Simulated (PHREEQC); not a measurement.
Make-up at 25 °C: 0.17 mol CaCl2, 9.8e-05 mol NaHCO3 and 0.086 mol MgSO4 per kg of water. Closed to the air; pH follows from the charge balance.

Computed with PHREEQC (ion-association model, wateq4f.dat).

Problem. The ionic strength comes out as 0.632 mol/kgw. What activity coefficients do Mg+2, Cl-, Na+, MgOH+, MgHCO3+ get?

Solution. Mg+2 0.29, Cl- 0.63, Na+ 0.71, MgOH+ 0.71, MgHCO3+ 0.63.

This is a speciation only: nothing precipitates in the calculation. The solution is supersaturated, for example in Gypsum, so a real one may precipitate; this is no full list.
